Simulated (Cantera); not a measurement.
A closed system holds: 1 mol CH3SiH3, 0.029 mol HCl, 1.1 mol H2, 0.025 mol C2H2, at 2223 K and 0.310 bar.

Equilibrium computed with Cantera from the NASA thermochemical tables; the gas is ideal and each condensed phase is pure. The feed counts by its element totals alone. Gases not in the tables: Si2H6 and higher silanes. Kinetics and transport are ignored.

```csv
species,before,after
HCl,0.00685,0.345
H2,0.978,0.343
SiCl2,1.04e-5,0.286
SiCl3,4.57e-9,0.0107
H,0.0114,0.00674
SiCl4,<1e-9,0.000337
SiHCl3,<1e-9,0.000195
SiH2Cl2,2.39e-9,2.31e-5
SiCl,7.43e-6,0.00241
Cl,5.79e-5,0.00491
C2H2 (acetylene),0.00284,6.85e-5
"C(graphite), mol",0.0269,0
"SiC(s), mol",0.999,0.0494
```
Gas species are given as mole fractions.

### Question
Name the change that produced these shifts.
A. pressure from 0.310 bar to 0.540 bar
B. temperature from 2223 K to 1050 K
C. CH3SiH3 replaced by SiHCl3
D. CH3SiH3 replaced by Si(CH3)4

### Answer
C, CH3SiH3 replaced by SiHCl3. The tables' values for SiCl3, SiCl are old estimates; treat these amounts as uncertain
